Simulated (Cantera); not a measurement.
An adiabatic, constant-pressure homogeneous reactor starts with 18.8 % CH₄, 17.1 % O₂, 64.2 % N₂, equivalence ratio 2.2, at 1450 K and 0.610 bar.

Computed with Cantera and GRI-Mech 3.0 (53 species, 325 reactions).

x: mole fraction; the columns are a selection and need not sum to one.

| t (s) | T (K) | x CH₄ | x O₂ | x HO₂ | x H₂O | x C₂H | x CH₃ | x H |
|---|---|---|---|---|---|---|---|---|
| 1.00e-6 | 1450 | 0.188 | 0.171 | 4.34e-8 | 1.78e-9 | <1e-12 | 6.81e-8 | ___ |
| 3.40e-6 | 1450 | 0.188 | 0.171 | 1.46e-7 | 1.54e-8 | <1e-12 | 2.55e-7 | 6.13e-9 |
| 1.15e-5 | 1450 | 0.188 | 0.171 | 4.85e-7 | 8.13e-8 | <1e-12 | 9.21e-7 | 6.44e-9 |
| 3.92e-5 | 1450 | 0.188 | 0.171 | 1.51e-6 | 5.97e-7 | <1e-12 | 3.54e-6 | ___ |
| 0.000133 | 1450 | 0.188 | 0.171 | 3.69e-6 | 6.85e-6 | <1e-12 | 1.68e-5 | ___ |
| 0.000452 | 1450 | 0.187 | 0.170 | 4.23e-6 | 8.55e-5 | <1e-12 | 8.44e-5 | ___ |
| 0.00153 | 1454 | 0.186 | 0.170 | 1.09e-5 | 0.00101 | <1e-12 | 0.000213 | ___ |
| 0.00521 | 2377 | 0.000248 | 2.46e-6 | 1.68e-9 | 0.114 | 1.08e-6 | 0.000126 | ___ |
| 0.0177 | 2360 | 2.17e-11 | 4.64e-6 | 2.93e-9 | 0.112 | <1e-12 | 1.53e-11 | 0.00746 |
| 0.0601 | 2361 | 2.03e-11 | 4.69e-6 | 2.96e-9 | 0.112 | <1e-12 | 1.44e-11 | 0.00748 |
| 0.204 | 2361 | 2.01e-11 | 4.70e-6 | 2.97e-9 | 0.112 | <1e-12 | 1.43e-11 | 0.00749 |
| 0.694 | 2361 | 2.01e-11 | 4.70e-6 | 2.97e-9 | 0.112 | <1e-12 | 1.43e-11 | 0.00749 |
| 2.36 | 2361 | 2.01e-11 | 4.70e-6 | 2.97e-9 | 0.112 | <1e-12 | 1.43e-11 | 0.00749 |
| 8.00 | 2361 | 2.01e-11 | 4.70e-6 | 2.97e-9 | 0.112 | <1e-12 | 1.43e-11 | 0.00749 |

Complete the blanks.


- 1.00e-6, x H: 5.51e-9
- 3.92e-5, x H: 7.74e-9
- 0.000133, x H: 1.52e-8
- 0.000452, x H: 5.82e-8
- 0.00153, x H: 2.94e-7
- 0.00521, x H: 0.00528
